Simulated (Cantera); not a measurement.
Input: 1 mol BN, 15 mol Cl2, at 0.180 bar.

These are equilibrium values from Cantera (NASA tables, ideal gas, pure condensed phases), not measurements of a reactor. Candidate condensed phases: B, BN; 10 gas species. Kinetics and transport are ignored. All values below are at 1673 K.

Base state: Cl2 0.609, Cl 0.306, BCl3 0.0565, N2 0.0282 (mole fractions); condensed: gas only.

What changes in the equilibrium state with this change: pressure from 0.180 bar to 0.00200 bar?


```csv
species,before,after
Cl,0.306,0.887
Cl2,0.609,0.0570
BCl3,0.0565,0.0371
N2,0.0282,0.0185
BCl2,9.25e-7,1.88e-5
```
The tables' values for BCl2 are old estimates; treat these amounts as uncertain.

What changes in the equilibrium state with this change: 0.017 mol H2O added?


| species | before | after |
|---|---|---|
| Cl2 | 0.609 | 0.608 |
| Cl | 0.306 | 0.306 |
| BCl3 | 0.0565 | 0.0554 |
| HCl | 0 | 0.00192 |
| N2 | 0.0282 | 0.0282 |
| BOCl | 0 | 0.000950 |
The tables' values for BOCl are old estimates; treat these amounts as uncertain. Further candidate phases: B2O3, B3O3H3, H2O, NH4Cl.
